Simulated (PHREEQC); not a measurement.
KOH is added in steps, without added water, to 1 kg of water holding 0.69 mol/kgw HCl and 0.39 mol/kgw K2SO4, at 20 °C. No CO2 enters from the air. The run lets Arcanite, Misenite, Sylvite precipitate or redissolve, and no other solid.

Base run: PHREEQC, Pitzer model, pitzer.dat. Each further column changes one thing. The table gives HSO4- (mol/kgw).

```tsv
KOH added (mol)	base	database phreeqc.dat, all activity coefficients set to 1	database phreeqc.dat, metal-ligand complexes left out	database phreeqc.dat, Debye-Hückel limiting law	database phreeqc.dat, Davies equation for every ion
0	0.276	0.330	0.314	0.0398	0.321
0.1095	0.260	0.308	0.294	0.0335	0.298
0.2555	0.226	0.264	0.252	0.0250	0.254
0.365	0.187	0.216	0.206	0.0187	0.208
0.4745	0.135	0.155	0.147	0.0123	0.149
0.6205	0.0476	0.0538	0.0504	0.00397	0.0521
0.73	9.35e-13	6.67e-13	1.24e-12	2.28e-13	8.24e-13
```

In brines, pH and single-ion activities rest on the MacInnes convention. The ionic strength passes 0.7 mol/kgw, the rough limit of the ion-association models, in part of: database phreeqc.dat, all activity coefficients set to 1; database phreeqc.dat, metal-ligand complexes left out; database phreeqc.dat, Debye-Hückel limiting law; database phreeqc.dat, Davies equation for every ion. pitzer.dat has no redox and few complexes: it carries them in its interaction parameters. Solids allowed in the column 'database phreeqc.dat, all activity coefficients set to 1': Sylvite. Solids allowed in the column 'database phreeqc.dat, metal-ligand complexes left out': Sylvite. Solids allowed in the column 'database phreeqc.dat, Debye-Hückel limiting law': Sylvite. Solids allowed in the column 'database phreeqc.dat, Davies equation for every ion': Sylvite.
